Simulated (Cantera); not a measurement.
**Chemical vapour transport: PbO + H₂O**

A closed system holds: 1 mol PbO, 0.014 mol H₂O, equilibrated at 1.80 bar.

Method: chemical equilibrium by Gibbs-energy minimisation in Cantera with the NASA 1993 tables (ideal gas, pure condensed phases). Candidate condensed phases: H₂O, Pb, PbO, PbO₂, Pb₃O₄; 12 gas species. Gases not in the tables: (PbO)n polymers. Kinetics and transport are ignored.

At 475 °C the condensed part is PbO(red). From 550 °C to 850 °C the condensed part is PbO(yellow). From 925 °C to 1450 °C the condensed part is PbO(l).

```
T (°C)  x H₂O     x PbO      x Pb      x O₂      x OH  n PbO(red)  n PbO(yellow)  n PbO(l)
------  -----  --------  --------  --------  --------  ----------  -------------  --------
475      1.00  2.06e-12    <1e-12  1.29e-10  2.18e-12        1.00              0         0
550      1.00  1.26e-10  2.73e-12   1.78e-9  4.51e-11           0           1.00         0
625      1.00   3.82e-9  1.55e-10   1.08e-8  5.14e-10           0           1.00         0
700      1.00   6.72e-8   4.26e-9   5.95e-8   4.21e-9           0           1.00         0
775     1.000   7.74e-7   6.97e-8   2.73e-7   2.59e-8           0           1.00         0
850     1.000   6.36e-6   7.36e-7   1.14e-6   1.29e-7           0           1.00         0
925     1.000   3.64e-5   4.94e-6   4.48e-6   5.40e-7           0              0     1.000
1000    1.000  0.000155   2.34e-5   1.62e-5   1.95e-6           0              0     1.000
1075    0.999  0.000558   8.98e-5   5.34e-5   6.19e-6           0              0     1.000
1150    0.998   0.00174  0.000292  0.000160   1.75e-5           0              0     1.000
1225    0.994   0.00478  0.000831  0.000437   4.47e-5           0              0     1.000
1300    0.985    0.0118   0.00212   0.00109  0.000104           0              0     1.000
1375    0.965    0.0269   0.00494   0.00250  0.000224           0              0     1.000
1450    0.927    0.0563    0.0106   0.00532  0.000445           0              0     0.999
```
x: gas mole fraction; n: condensed amount in mol.
